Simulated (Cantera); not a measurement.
**Catalytic combustion on Pt**

An isothermal plug-flow reactor at 925 K and 250000 Pa (inlet), inlet velocity 0.12 m/s, active area per volume 400 1/m; feed 0.777 % CH4, 14.0 % O2, 85.2 % N2, equivalence ratio 0.11.

Detailed kinetics in Cantera: Deutschmann's 1995 Pt surface mechanism with GRI-Mech 3.0 gas chemistry. Catalytic surfaces can have several steady states; this one follows from the mechanism file's or the stated starting coverage. Mass transfer to the wall is taken as infinitely fast.

```
z (m)      x CH4   x O2     x H2O     x CO2     x CO  θ free Pt   θ O*     θ OH*
-------  -------  -----  --------  --------  -------  ---------  -----  --------
0.00015  0.00773  0.140   6.88e-5   3.29e-5  1.45e-6     0.0822  0.918  0.000246
0.00028  0.00770  0.140  0.000128   6.22e-5  1.87e-6     0.0822  0.917  0.000317
0.00055  0.00764  0.140  0.000251  0.000123  2.08e-6     0.0822  0.917  0.000428
0.0011   0.00752  0.140  0.000497  0.000246  2.08e-6     0.0822  0.917  0.000590
0.002    0.00732  0.139  0.000892  0.000444  2.03e-6     0.0822  0.917  0.000784
0.0039   0.00692  0.139   0.00169  0.000844  1.92e-6     0.0823  0.917   0.00107
0.0076   0.00619  0.137   0.00314   0.00156  1.72e-6     0.0824  0.916   0.00146
0.015    0.00496  0.135   0.00560   0.00279  1.39e-6     0.0828  0.915   0.00195
```
x: gas mole fraction; θ: surface coverage.
